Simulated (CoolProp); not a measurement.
Vapour pressure (MPa) of c-C4F8 (RC318): the reference equation beside estimates from Tc = 388.4 K, pc = 2.778 MPa, ω = 0.355. Clausius-Clapeyron is anchored at 282.5 K with a constant enthalpy of vaporisation of 22.18 kJ/mol.

Values from CoolProp's reference Helmholtz-energy equation of state, Platzer 1990. This equation is an older, rougher fit; its heat capacities, sound speeds and derivatives of the liquid may be far off and weren't checked against measurements.

```tsv
T (K)	reference	Lee-Kesler	Clausius-Clapeyron	van der Waals	Redlich-Kwong	Soave-Redlich-Kwong	Peng-Robinson
282.5	0.1835	?	0.1835	0.6753	0.3331	0.1836	0.1825
288.2	0.2245	0.2248	0.2211	0.7450	0.3901	0.2248	0.2231
293.8	0.2713	0.2717	0.2638	0.8179	0.4526	0.2719	0.2694
299.5	?	0.3267	0.3135	?	0.5230	0.3273	0.3238
305.2	0.3892	0.3897	0.3703	0.9799	0.6008	0.3910	0.3864
310.8	0.4595	0.4600	0.4334	1.066	0.6847	0.4622	0.4564
316.5	?	?	0.5059	1.159	0.7780	0.5444	0.5373
322.1	0.6302	0.6303	0.5857	1.255	0.8779	0.6354	0.6269
```

**Question.** Complete the blanks.

**Answer.** 
- 282.5, Lee-Kesler: 0.1837
- 299.5, reference: 0.3262
- 299.5, van der Waals: 0.8966
- 316.5, reference: 0.5406
- 316.5, Lee-Kesler: 0.5409

Absolute difference from the reference over all 8 rows, mean and median: Lee-Kesler 0.1 and 0.1 %, Clausius-Clapeyron 4.0 and 4.4 %, van der Waals 171.7 and 163.3 %, Redlich-Kwong 58.6 and 57.3 %, Soave-Redlich-Kwong 0.4 and 0.4 %, Peng-Robinson 0.6 and 0.6 %.
